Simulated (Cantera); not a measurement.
Charge: 1 mol Fe₂O₃, 4.4 mol C, 0.32 mol N₂, equilibrated at 1427 °C.

Equilibrium computed with Cantera from the NASA thermochemical tables; the gas is ideal and each condensed phase is pure. Candidate condensed phases: C, Fe, Fe(CO)₅, FeO, Fe₂O₃, Fe₃O₄; 27 gas species. Iron dissolves carbon and melts from about 1420 K in contact with it, which pure phases cannot show. Condensed phases not in the tables: cementite and carbon dissolved in iron. Equilibrium is a limit: real reactors are often held back by kinetics, nucleation or transport.

x: gas mole fraction; n: condensed amount in mol.

```tsv
P (Pa)	x CO	x N₂	x Fe	x CO₂	x CN	n C(graphite)	n Fe(δ)
10	0.847	0.0903	0.0629	?	1.68e-7	1.40	1.78
52	0.893	0.0952	0.0121	?	7.56e-8	1.40	1.96
270	0.902	0.0962	0.00233	?	3.33e-8	1.40	1.99
1400	0.903	0.0963	0.000449	?	1.47e-8	1.40	2.00
7200	0.904	0.0964	8.74e-5	?	6.46e-9	1.40	2.00
37000	0.904	0.0964	1.70e-5	?	2.85e-9	1.40	2.00
190000	0.903	0.0964	3.31e-6	?	1.26e-9	1.40	2.00
1000000	0.902	0.0965	6.29e-7	?	5.49e-10	1.40	2.00
```

Task: Fill in the missing entries.

Result: 
- 10, x CO₂: 1.01e-8
- 52, x CO₂: 5.85e-8
- 270, x CO₂: 3.10e-7
- 1400, x CO₂: 1.61e-6
- 7200, x CO₂: 8.30e-6
- 37000, x CO₂: 4.26e-5
- 190000, x CO₂: 0.000219
- 1000000, x CO₂: 0.00115
